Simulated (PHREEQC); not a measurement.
1 kg of water holding 8.5 mmol/kgw KCl, 7.7 mmol/kgw CaSO4, 11 mmol/kgw NaBr and 15 mmol/kgw NaCl is evaporated at 20 °C; the solids stay in contact with the brine. CO2 from the air is kept out. Only these solids could form: Arcanite, Glaserite, Glauberite, Gypsum, Anhydrite, Halite, Mirabilite, Misenite, Portlandite, Sylvite, Syngenite, Thenardite.

The series has 28 steps of water left (kg), from 1 to 0.004742.

Model: Pitzer model, pitzer.dat, run in PHREEQC.

Problem. Which solids form, in which order, and at which step of the series does each first stand?

Solution. Gypsum from water left = 0.3082 kg.

Complexes and solids missing from the database can't appear.
